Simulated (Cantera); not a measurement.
Standard-state values (1 bar) from the NASA 1993 polynomials, evaluated with Cantera. Values are per mole of reaction as written; species without (g) are pure solids or liquids, kept so even where they would boil at 1 bar.

V2O5 + 2 H(g) = V2O4 + H2O(g)

```json
[
 {"T (K)": "873", "ΔH° (kJ)": "?", "ΔS° (J/K)": "?", "ΔG° (kJ)": "?", "log10 K": "?", "condensed phases": "V2O5(s), V2O4(s)"},
 {"T (K)": "923", "ΔH° (kJ)": "?", "ΔS° (J/K)": "?", "ΔG° (kJ)": "?", "log10 K": "?", "condensed phases": "V2O5(s), V2O4(s)"},
 {"T (K)": "973", "ΔH° (kJ)": "?", "ΔS° (J/K)": "?", "ΔG° (kJ)": "?", "log10 K": "?", "condensed phases": "V2O5(l), V2O4(s)"},
 {"T (K)": "1023", "ΔH° (kJ)": "-628.1", "ΔS° (J/K)": "-139.9", "ΔG° (kJ)": "-484.9", "log10 K": "24.76", "condensed phases": "V2O5(l), V2O4(s)"},
 {"T (K)": "1073", "ΔH° (kJ)": "-629.5", "ΔS° (J/K)": "-141.3", "ΔG° (kJ)": "-477.9", "log10 K": "23.26", "condensed phases": "V2O5(l), V2O4(s)"},
 {"T (K)": "1123", "ΔH° (kJ)": "?", "ΔS° (J/K)": "?", "ΔG° (kJ)": "?", "log10 K": "?", "condensed phases": "V2O5(l), V2O4(s)"}
]
```

Task: Some entries are withheld; supply them.

Result: 
- 873, ΔH° (kJ): -559.4
- 873, ΔS° (J/K): -67.1
- 873, ΔG° (kJ): -500.8
- 873, log10 K: 29.96
- 923, ΔH° (kJ): -560.6
- 923, ΔS° (J/K): -68.5
- 923, ΔG° (kJ): -497.4
- 923, log10 K: 28.15
- 973, ΔH° (kJ): -626.6
- 973, ΔS° (J/K): -138.4
- 973, ΔG° (kJ): -491.9
- 973, log10 K: 26.41
- 1123, ΔH° (kJ): -630.9
- 1123, ΔS° (J/K): -142.5
- 1123, ΔG° (kJ): -470.8
- 1123, log10 K: 21.90
